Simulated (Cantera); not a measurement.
Feed: 1 mol Pb, 0.11 mol O2, 18 mol H2, 1.8 mol CO, equilibrated at 500 Pa.

Cantera equilibrium calculation (NASA polynomials, part measured and part estimated; ideal gas, pure solids and liquids). Candidate condensed phases: C, C6H6, C7H8, C8H18, H2O, Pb, PbO, PbO2, Pb3O4; 113 gas species. Rates play no part.

**Question.** At 1123 K, list the 5 most abundant gas species with their mole fractions, and the condensed phases.

**Answer.** H2 0.866, CO 0.0867, Pb 0.0365, H2O 0.00981, CO2 0.000898. Condensed: Pb(l).
